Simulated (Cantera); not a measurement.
## Thermodynamics of halide evaporation, hydrolysis and transport, feed CaCl2 + H2 + N2

Charge: 1 mol CaCl2, 15 mol H2, 0.23 mol N2, at 1650 °C.

These are equilibrium values from Cantera (NASA tables, ideal gas, pure condensed phases), not measurements of a reactor. Candidate condensed phases: Ca, CaCl2, NH4Cl; 16 gas species. Rates play no part.

From 0.100 Pa to 100000 Pa nothing is condensed. The main Ca-bearing gas is Ca at 0.100 Pa and CaCl2 at 100000 Pa.

| P (Pa) | x H2 | x H | x CaCl2 | x HCl | x Cl | x Ca | x N2 |
|---|---|---|---|---|---|---|---|
| 0.100 | 0.333 | 0.544 | 0.00336 | 0.0321 | 0.0395 | 0.0335 | 0.00953 |
| 0.560 | 0.576 | 0.302 | 0.0154 | 0.0434 | 0.0171 | 0.0260 | 0.0115 |
| 3.20 | 0.746 | 0.144 | 0.0301 | 0.0365 | 0.00531 | 0.0162 | 0.0128 |
| 18 | 0.837 | 0.0643 | 0.0412 | 0.0253 | 0.00146 | 0.00922 | 0.0135 |
| 100 | 0.881 | 0.0280 | 0.0486 | 0.0163 | 0.000389 | 0.00499 | 0.0139 |
| 560 | 0.903 | 0.0120 | 0.0533 | 0.0101 | 0.000101 | 0.00259 | 0.0140 |
| 3200 | 0.913 | 0.00504 | 0.0563 | 0.00620 | 2.57e-5 | 0.00129 | 0.0141 |
| 18000 | 0.918 | 0.00213 | 0.0582 | 0.00383 | 6.68e-6 | 0.000626 | 0.0141 |
| 100000 | 0.921 | 0.000905 | 0.0594 | 0.00239 | 1.76e-6 | 0.000296 | 0.0141 |
x: gas mole fraction; nothing condenses.
